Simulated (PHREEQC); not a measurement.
A column of 0.2 m (30 cells, dispersivity 0.01 m, 720 s a shift, diffusion coefficient 3e-10 m²/s) holds 0.36 eq of the database's cation exchanger X per kg of pore water, first in equilibrium with 25 mmol/kgw KBr and 0.01 mmol/kgw HCl. It is flushed with 74 mmol/kgw Na2SO4 and 0.01 mmol/kgw HCl, at 15 °C. Values are for the last cell. The system is closed to CO2. No solid was allowed to form.

Base run: PHREEQC, ion-association model, phreeqc.dat. Each further column changes one thing. The table gives K in solution (mol/kgw).

| pore volumes | base | exchange capacity from 0.36 to 0.18 eq/kgw | dispersivity from 0.01 to 0.02 m |
|---|---|---|---|
| 0 | 0.0250 | 0.0250 | 0.0250 |
| 0.4833 | 0.0266 | 0.0266 | 0.0327 |
| 1.183 | 0.0994 | 0.0773 | (withheld) |
| 1.883 | 0.0806 | 0.0527 | 0.0722 |
| 2.35 | 0.0645 | 0.0392 | 0.0597 |
| 2.817 | 0.0529 | 0.0303 | 0.0499 |
| 3.517 | 0.0412 | 0.0216 | 0.0395 |
| 4.217 | 0.0332 | 0.0159 | 0.0322 |
| 4.683 | 0.0291 | (withheld) | 0.0285 |
| 5.15 | 0.0257 | 0.0109 | 0.0253 |
| 5.85 | 0.0217 | 0.00823 | (withheld) |
| 6.55 | 0.0184 | 0.00625 | 0.0185 |
| 7.017 | 0.0166 | (withheld) | 0.0168 |

Task: Complete the blanks.

Result: 
- 1.183, dispersivity from 0.01 to 0.02 m: 0.0868
- 4.683, exchange capacity from 0.36 to 0.18 eq/kgw: 0.0131
- 5.85, dispersivity from 0.01 to 0.02 m: 0.0215
- 7.017, exchange capacity from 0.36 to 0.18 eq/kgw: 0.00520
